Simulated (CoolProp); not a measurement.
Vapour-liquid equilibrium of R13 (1) + R11 (2) at 45.3 kPa; x and y are mole fractions of (1).

Values from CoolProp's multi-fluid Helmholtz-energy mixture model, Platzer 1990 and Jacobsen 1992; pair parameters Bell 2016. This equation is an older, rougher fit; its heat capacities, sound speeds and derivatives of the liquid may be far off and weren't checked against measurements.

Question: Give the bubble temperature and the first vapour's composition at x = 0.2, 0.35, 0.65. Is there an azeotrope?

Answer: x = 0.2: -77.2 °C, y = 0.994; x = 0.35: -84.8 °C, y = 0.998; x = 0.65: -90.5 °C, y = 0.999. No azeotrope shows between x = 0.05 and 0.95.

Pair parameters are fitted to limited data, so mixtures are less certain than the pure fluids. With so large a gap from Raoult's law the liquid may split in two, which this calculation doesn't test in full.
